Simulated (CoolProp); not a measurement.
Vapour-liquid equilibrium of dimethyl ether (1) + methanol (2) at 0.394 MPa; x and y are mole fractions of (1).

Model: multi-fluid Helmholtz-energy mixture model, Wu 2011 and de Reuck 1993; pair parameters Bell 2016, in CoolProp.

```csv
x,"bubble temperature, mixture model (°C)","bubble temperature, Raoult's law (°C)","y, mixture model","y, Raoult's law"
0.05,83.9,91.4,0.479,0.355
0.125,61.3,76.0,0.784,0.652
0.2,47.3,63.8,0.885,0.800
0.275,38.5,54.0,[?],0.878
0.35,[?],46.1,0.947,0.923
0.425,28.7,39.6,0.958,0.949
0.5,25.7,34.1,0.966,0.966
0.575,23.3,29.4,[?],0.977
0.65,21.2,25.4,0.976,0.985
0.725,19.3,21.8,0.981,0.990
0.8,17.4,18.7,0.985,0.994
0.875,[?],15.8,0.990,0.997
0.95,[?],13.3,0.996,0.999
```

**Question.** What belongs in the gaps?

**Answer.** 
- 0.275, y, mixture model: 0.926
- 0.35, bubble temperature, mixture model (°C): 32.7
- 0.575, y, mixture model: 0.971
- 0.875, bubble temperature, mixture model (°C): 15.4
- 0.95, bubble temperature, mixture model (°C): 13.2

The largest gap from Raoult's law is -16.5 K in bubble temperature, at x = 0.2. No azeotrope shows between x = 0.05 and 0.95.

Pair parameters are fitted to limited data, so mixtures are less certain than the pure fluids. With so large a gap from Raoult's law the liquid may split in two, which this calculation doesn't test in full.
